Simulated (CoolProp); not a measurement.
n-perfluorohexane along the isotherm 176.85 °C: density (kg/m³) from the reference equation and from simpler models built on Tc = 174.9 °C, pc = 1742 kPa, ω = 0.497; each cubic takes its own stable root.

Values from CoolProp's reference Helmholtz-energy equation of state, Gao 2022.

```json
[
 {"p (kPa)": "55.1", "phase": "gas", "reference": "5.034"},
 {"p (kPa)": "80.8", "phase": "gas", "reference": "7.420"},
 {"p (kPa)": "119", "phase": "gas", "reference": "11.02"},
 {"p (kPa)": "174", "phase": "gas", "reference": "16.30"},
 {"p (kPa)": "256", "phase": "gas", "reference": "24.41"},
 {"p (kPa)": "375", "phase": "gas", "reference": "36.77"},
 {"p (kPa)": "551", "phase": "gas", "reference": "56.51"},
 {"p (kPa)": "808", "phase": "gas", "reference": "89.44"},
 {"p (kPa)": "1190", "phase": "gas", "reference": "153.2"},
 {"p (kPa)": "1740", "phase": "gas", "reference": "382.9"},
 {"p (kPa)": "2560", "phase": "supercritical", "reference": "1022"},
 {"p (kPa)": "3750", "phase": "supercritical", "reference": "1117"},
 {"p (kPa)": "5510", "phase": "supercritical", "reference": "1189"},
 {"p (kPa)": "8080", "phase": "supercritical", "reference": "1253"},
 {"p (kPa)": "11900", "phase": "supercritical", "reference": "1314"},
 {"p (kPa)": "17400", "phase": "supercritical", "reference": "1375"}
]
```

**Question.** How far does each simpler model (Redlich-Kwong, Soave-Redlich-Kwong, Peng-Robinson) lie from the reference over these 16 states: mean and median of the absolute difference, and the worst?

**Answer.** 
- Redlich-Kwong: mean 6.1 %, median 1.6 %, worst -21.5 % at 176.85 °C and 2560 kPa
- Soave-Redlich-Kwong: mean 6.4 %, median 1.7 %, worst -22.0 % at 176.85 °C and 2560 kPa
- Peng-Robinson: mean 2.7 %, median 0.8 %, worst -13.7 % at 176.85 °C and 2560 kPa
